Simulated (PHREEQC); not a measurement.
30 mol of Arcanite (K2SO4) is brought to equilibrium with 1 kg of water holding 1.6 mol NaOH, at 20 °C and several pressures. CO2 from the air is kept out. Only these solids could form: Arcanite.

All values are PHREEQC results (Pitzer model, pitzer.dat), not measurements.

```
P (atm)     pH  dissolved K (mol/kgw)  dissolved S (mol/kgw)
-------  -----  ---------------------  ---------------------
1        14.34                   1.40                  0.698
50       14.33                   1.41                  0.707
100      14.31                   1.43                  0.715
200      14.29                   1.45                  0.727
300      14.27                   1.47                  0.734
400      14.24                   1.47                  0.737
500      14.22                   1.47                  0.737
600      14.20                   1.47                  0.733
800      14.16                   1.43                  0.717
1000     14.12                   1.39                  0.694
```

In brines, pH and single-ion activities rest on the MacInnes convention.
